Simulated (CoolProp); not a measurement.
Computed with CoolProp (reference Helmholtz-energy equation of state, Lemmon 2006). It is a short technical equation, of lower accuracy than the large ones.

### Question
Give the vapour pressure (MPa), vapour density (kg/m³), enthalpy of vaporisation (kJ/kg), liquid cp (kJ/(kg K)) of saturated C3F8 (R218) at -22.55 °C.

### Answer
```json
[
 {"T (°C)": "-22.55", "p (MPa)": "0.185", "vapour density (kg/m³)": "18.1", "enthalpy of vaporisation (kJ/kg)": "99.7", "liquid cp (kJ/(kg K))": "1.01"}
]
```
